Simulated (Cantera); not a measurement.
# Ignition delay

Mixture: 9.74 % CH3OH, 19.0 % O2, 71.3 % N2, equivalence ratio 0.77, at 1.01 bar, adiabatic and at constant volume. Ignition delay is the time to a rise of 400 K.

Model: GRI-Mech 3.0 (53 species, 325 reactions), integrated in Cantera. GRI-Mech 3.0 was tuned for natural gas; its chemistry of methanol as a main component is partial and can be far from experiment.

| T0 (K) | delay (ms) |
|---|---|
| 1198 | 10.1 |
| 1298 | 2.22 |
| 1398 | 0.631 |
| 1498 | 0.222 |
| 1598 | 0.0930 |
| 1698 | 0.0442 |
| 1798 | 0.0231 |
| 1898 | 0.0131 |
| 1998 | 0.00798 |

| Item | Value |
|---|---|
| apparent activation energy between 1798 and 1998 K | 160 kJ/mol |
